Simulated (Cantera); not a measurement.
Input (Python, Cantera) and output of one run.

```python
import numpy as np
import cantera as ct

gas_names = """
    CL CL2 H HCL H2 N NH NH2 NH3 N2 N2H2 N2H4 Si SiCL SiCL2 SiCL3 SiCL4 SiH SiHCL3 SiH2 SiH2CL2 SiH3
    SiH3CL SiH4 SiN Si2 Si2N Si3
""".split()
cond_names = """
    NH4CL(a) NH4CL(b) Si(cr) Si(L) Si3N4(a)
""".split()


# ... load() reads the species with a 1 bar reference pressure and builds the phases ...
atoms = {
    'SiHCl3': {'Si': 1, 'H': 1, 'CL': 3},
    'NH3': {'N': 1, 'H': 3},
    'N2': {'N': 2},
}
top_T = {'Si3N4(a)': 2400}  # K; cautious upper limits of use, not melting points


# ... equilibrate(T, P, feed) seeds the gas with the atoms and calls Mixture.equilibrate('TP', solver="vcs", rtol=1e-11, max_steps=5000) ...
results = []
feed = {'SiHCl3': 1, 'NH3': 0.78, 'N2': 18}  # mol
P = 24  # Pa
for T in [1350, 1375, 1400, 1425, 1450, 1475, 1500, 1525, 1550, 1575, 1600]:
    mix = equilibrate(T, P, feed)
    results.append((T, P, feed, dict(zip(mix.species_names, mix.species_moles))))
    x = sorted(zip(gas.X, gas.species_names), reverse=True)
    print(f"T = {T:g} K  P = {P:g} Pa  gas = {mix.phase_moles(0):.4g} mol")
    print("   x: " + "  ".join(f"{s} {v:.3e}" for v, s in x if v > 0.0001))
    print("   condensed (mol): " + ("  ".join(f"{mix.phase(i).name} {mix.phase_moles(i):.4g}"
          for i in range(1, mix.n_phases) if mix.phase_moles(i) > 1e-12) or "none"))
```

It prints:

```
T = 1350 K  P = 24 Pa  gas = 21.25 mol
   x: N2 8.518e-01  HCL 8.622e-02  H2 3.547e-02  SiCL2 2.484e-02  SiCL3 1.289e-03  SiCL4 3.335e-04
   condensed (mol): Si3N4(a) 0.1458
T = 1375 K  P = 24 Pa  gas = 21.31 mol
   x: N2 8.519e-01  HCL 7.886e-02  H2 3.892e-02  SiCL2 2.894e-02  SiCL3 1.077e-03  SiCL4 1.841e-04
   condensed (mol): Si3N4(a) 0.1188
T = 1400 K  P = 24 Pa  gas = 21.37 mol
   x: N2 8.521e-01  HCL 7.151e-02  H2 4.237e-02  SiCL2 3.288e-02  SiCL3 8.800e-04
   condensed (mol): Si3N4(a) 0.09216
T = 1425 K  P = 24 Pa  gas = 21.42 mol
   x: N2 8.523e-01  HCL 6.439e-02  H2 4.572e-02  SiCL2 3.660e-02  SiCL3 7.076e-04  CL 1.086e-04
   condensed (mol): Si3N4(a) 0.06648
T = 1450 K  P = 24 Pa  gas = 21.47 mol
   x: N2 8.525e-01  HCL 5.763e-02  H2 4.889e-02  SiCL2 4.007e-02  SiCL3 5.624e-04  H 1.350e-04  CL 1.296e-04
   condensed (mol): Si3N4(a) 0.0422
T = 1475 K  P = 24 Pa  gas = 21.52 mol
   x: N2 8.527e-01  H2 5.184e-02  HCL 5.134e-02  SiCL2 4.325e-02  SiCL3 4.433e-04  H 1.906e-04  CL 1.530e-04
   condensed (mol): Si3N4(a) 0.0196
T = 1500 K  P = 24 Pa  gas = 21.56 mol
   x: N2 8.529e-01  H2 5.437e-02  SiCL2 4.597e-02  HCL 4.590e-02  SiCL3 3.492e-04  H 2.649e-04  CL 1.803e-04
   condensed (mol): none
T = 1525 K  P = 24 Pa  gas = 21.56 mol
   x: N2 8.528e-01  H2 5.430e-02  SiCL2 4.599e-02  HCL 4.593e-02  H 3.558e-04  SiCL3 2.986e-04  CL 2.414e-04
   condensed (mol): none
T = 1550 K  P = 24 Pa  gas = 21.57 mol
   x: N2 8.527e-01  H2 5.422e-02  SiCL2 4.598e-02  HCL 4.596e-02  H 4.734e-04  CL 3.203e-04  SiCL3 2.566e-04
   condensed (mol): none
T = 1575 K  P = 24 Pa  gas = 21.57 mol
   x: N2 8.525e-01  H2 5.411e-02  HCL 4.598e-02  SiCL2 4.595e-02  H 6.240e-04  CL 4.213e-04  SiCL3 2.215e-04  SiCL 1.009e-04
   condensed (mol): none
T = 1600 K  P = 24 Pa  gas = 21.58 mol
   x: N2 8.523e-01  H2 5.398e-02  HCL 4.602e-02  SiCL2 4.587e-02  H 8.154e-04  CL 5.499e-04  SiCL3 1.921e-04  SiCL 1.388e-04  Si 1.378e-04
   condensed (mol): none
```

Equilibrium computed with Cantera from the NASA thermochemical tables; the gas is ideal and each condensed phase is pure. The tables' values for SiCl3, SiCl are old estimates; treat these amounts as uncertain.
